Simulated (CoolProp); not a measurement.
Vapour-liquid equilibrium of n-hexane (1) + n-decane (2) at 0.0221 MPa; x and y are mole fractions of (1).

Model: multi-fluid Helmholtz-energy mixture model, Thol 2019 and Lemmon 2006; pair parameters Kunz 2012, in CoolProp.

| x | bubble temperature, mixture model (K) | bubble temperature, Raoult's law (K) | y, mixture model | y, Raoult's law |
|---|---|---|---|---|
| 0.05 | ___ | 374.2 | ___ | 0.572 |
| 0.2 | 343.8 | 341.8 | ___ | 0.914 |
| 0.35 | 327.8 | 326.6 | 0.965 | 0.969 |
| 0.5 | 317.9 | 317.3 | 0.985 | 0.986 |
| 0.65 | 310.9 | 310.6 | 0.993 | 0.993 |
| 0.8 | 305.7 | 305.6 | 0.997 | 0.997 |
| 0.95 | 301.5 | 301.5 | 0.999 | 0.999 |

**Question.** Some entries are withheld; supply them.

**Answer.** 
- 0.05, bubble temperature, mixture model (K): 376.5
- 0.05, y, mixture model: 0.525
- 0.2, y, mixture model: 0.903

The largest gap from Raoult's law is +2.3 K in bubble temperature, at x = 0.05. No azeotrope shows between x = 0.05 and 0.95.

Pair parameters are fitted to limited data, so mixtures are less certain than the pure fluids.
